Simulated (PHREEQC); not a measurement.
Solution (20 °C): 0.28 mol Cu(NO3)2 and 0.3 mol KCl per kg of water. Closed to the air; pH follows from the charge balance.

Model: ion-association model, phreeqc.dat, run in PHREEQC.

Precipitation was switched off in this run.

Q: What pH, activity of water does the model give?

A: pH 4.19; activity of water 0.976.

Q: In which forms is Cu present?

A: Cu+2 89 %, CuCl+ 10 % of the Cu.

Caution: at this ionic strength the ion-association model is outside its range; a Pitzer model would be the better tool where its parameters exist.
